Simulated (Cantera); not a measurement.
Charge: 1 mol Pb, 0.18 mol CO, 3.6 mol H2, equilibrated at 6.15 Torr.

Equilibrium computed with Cantera from the NASA thermochemical tables; the gas is ideal and each condensed phase is pure. Candidate condensed phases: C, C6H6, C7H8, C8H18, H2O, Pb, PbO, PbO2, Pb3O4; 113 gas species. Rates play no part.

Q: At 800 °C, list the 5 most abundant gas species with their mole fractions, and the condensed phases.

A: H2 0.944, CO 0.0471, Pb 0.00891, CH4 0.000129, H2O 0.000123. Condensed: Pb(l).
